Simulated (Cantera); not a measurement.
Charge: 1 mol FeS2, 0.52 mol SO3, 3.9 mol CO2, held at 66.8 Torr.

These are equilibrium values from Cantera (NASA tables, ideal gas, pure condensed phases), not measurements of a reactor. Candidate condensed phases: C, Fe, Fe(CO)5, FeO, FeS, FeSO4, FeS2, Fe2O3, Fe2(SO4)3, Fe3O4, S; 25 gas species. Metal and sulfide melt together well below either melting point, which pure phases cannot show. Mutual solubility and eutectic melting of coexisting phases are not modelled. The tables' stoichiometric FeO is somewhat more stable than real wüstite, so its field is too wide. FeO, FeS: taken at fixed stoichiometry. Gases not in the tables: S3 to S7. The numbers say what is thermodynamically allowed, not how fast it happens.

x: gas mole fraction; n: condensed amount in mol.

```tsv
T (K)	x CO2	x CO	x SO2	x S2	x SO	n FeS2(s)	n Fe3O4(s)	n FeS(s)	n FeO(s)	n FeS(l)	n FeO(l)
700	0.845	4.48e-6	0.155	0.000125	9.48e-9	0.902	0.0327	0	0	0	0
800	0.844	…	0.154	…	…	0.895	0.0350	0	0	0	0
900	0.771	0.000992	0.155	0.0708	4.82e-6	0	0	1.00	0	0	0
1000	0.767	0.00383	0.156	0.0700	2.45e-5	0	0	1.00	0	0	0
1100	0.758	0.0113	0.160	0.0680	9.31e-5	0	0	1.00	0	0	0
1200	0.740	0.0266	0.167	0.0639	0.000283	0	0	1.00	0	0	0
1300	0.709	0.0522	0.178	0.0570	0.000727	0	0	1.00	0	0	0
1400	0.656	0.0932	0.186	0.0602	0.00168	0	0	0.897	0.103	0	0
1500	0.564	0.160	0.180	0.0898	0.00365	0	0	0	0.463	0.537	0
1600	0.466	0.231	0.179	0.113	0.00708	0	0	0	0.812	0.188	0
1700	…	…	0.188	0.116	…	0	0	0	0	0	1.000
1800	0.331	0.338	0.207	0.100	0.0203	0	0	0	0	0	1.000
1900	0.282	0.378	0.220	0.0846	0.0308	0	0	0	0	0	0.999
```

What belongs in the gaps?


- 800, x CO: 8.09e-5
- 800, x S2: 0.00198
- 800, x SO: 2.57e-7
- 1700, x CO2: 0.387
- 1700, x CO: 0.292
- 1700, x SO: 0.0125
